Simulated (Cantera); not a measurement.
A closed system holds: 1 mol MgCO₃, 0.15 mol C, 0.8 mol CO₂, held at 1775 °C and 930000 Pa.

Method: chemical equilibrium by Gibbs-energy minimisation in Cantera with the NASA 1993 tables (ideal gas, pure condensed phases). Candidate condensed phases: C, Mg, MgCO₃, MgO; 15 gas species. The numbers say what is thermodynamically allowed, not how fast it happens.

Base state: CO₂ 0.846, CO 0.154, O₂ 1.25e-5 (mole fractions); condensed: MgO(s).

Question: What changes in the equilibrium state with this change: pressure from 930000 Pa to 133 Pa?

Answer: 
```csv
species,before,after
CO₂,0.846,0.742
CO,0.154,0.218
O₂,1.25e-5,0.0334
Mg,1.22e-7,0.00138
MgO,5.60e-9,3.90e-5
O,1.11e-6,0.00480
"MgO(s), mol",1.00,0.997
```

Question: What changes in the equilibrium state with this change: temperature from 1775 °C to 425 °C?

Answer: 
```json
[
 {"species": "CO₂", "before": "0.846", "after": "0.995"},
 {"species": "CO", "before": "0.154", "after": "0.00495"},
 {"species": "O₂", "before": "1.25e-5", "after": "<1e-9"},
 {"species": "MgO(s), mol", "before": "1.00", "after": "0"},
 {"species": "C(graphite), mol", "before": "0", "after": "0.148"},
 {"species": "MgCO₃(s), mol", "before": "0", "after": "1.00"}
]
```
